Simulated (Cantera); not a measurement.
A perfectly stirred reactor is fed with 34.5 % NH₃, 65.5 % N₂, at 1.58 atm; it is held at 2175 K, and followed from long to short residence time.

Model: the gas-phase N/H chemistry of the illustrative SiF4/NH3 mechanism in the Surface Chemkin manual (1991), integrated in Cantera. Walls and surfaces, which speed up NH3 decomposition in real reactors, are not modelled.

Task: Predict: x(NH₃) at τ = 0.970 s; x(N₂H₂) at τ = 0.970 s; x(H₂) at τ = 0.970 s; x(NH) at τ = 0.970 s; x(N₂) at τ = 0.970 s; x(NH₃) at τ = 19.0 ms; x(N₂H₂) at τ = 19.0 ms; x(H₂) at τ = 19.0 ms; x(NH) at τ = 19.0 ms; x(N₂) at τ = 19.0 ms.

Result: 
| Quantity | Result |
|---|---|
| x(NH₃) at τ = 0.970 s | 0.00221 |
| x(N₂H₂) at τ = 0.970 s | 9.35e-9 |
| x(H₂) at τ = 0.970 s | 0.381 |
| x(NH) at τ = 0.970 s | 4.98e-6 |
| x(N₂) at τ = 0.970 s | 0.615 |
| x(NH₃) at τ = 19.0 ms | 0.0615 |
| x(N₂H₂) at τ = 19.0 ms | 5.59e-7 |
| x(H₂) at τ = 19.0 ms | 0.315 |
| x(NH) at τ = 19.0 ms | 2.16e-5 |
| x(N₂) at τ = 19.0 ms | 0.622 |
